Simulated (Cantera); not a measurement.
## Silicon oxide and oxynitride deposition: SiH2Cl2 + O2

Input: 1 mol SiH2Cl2, 8.2 mol O2, held at 1173 K.

These are equilibrium values from Cantera (NASA tables, ideal gas, pure condensed phases), not measurements of a reactor. Candidate condensed phases: H2O, Si, SiO2; 30 gas species. The tables hold silica as quartz up to 1696 K and as liquid above; real silica turns to tridymite and cristobalite and melts near 1996 K. Rates play no part.

```csv
P (Pa),log p O2,log p HCl,log p H2O,log p Cl2,log p Cl,log p ClO,n SiO2(β-quartz)
5,-4.41,-5.02,-6.18,-7.00,-5.95,-9.54,1.00
17,-3.88,-4.49,-5.67,-6.17,-5.54,-8.86,1.00
59,-3.34,-3.95,-5.11,-5.38,-5.14,-8.19,1.00
210,-2.79,-3.40,-4.50,-4.63,-4.77,-7.54,1.00
710,-2.26,-2.89,-3.88,-3.95,-4.43,-6.94,1.00
2400,-1.73,-2.38,-3.26,-3.29,-4.10,-6.34,1.00
8400,-1.18,-1.86,-2.62,-2.63,-3.77,-5.74,1.00
29000,-0.65,-1.36,-1.98,-1.99,-3.45,-5.15,1.00
100000,-0.11,-0.87,-1.36,-1.36,-3.13,-4.57,1.00
```
log p: log10 of the partial pressure in bar; n: condensed amount in mol.

From 5.00e-5 bar to 1.00 bar the condensed part is SiO2(β-quartz).
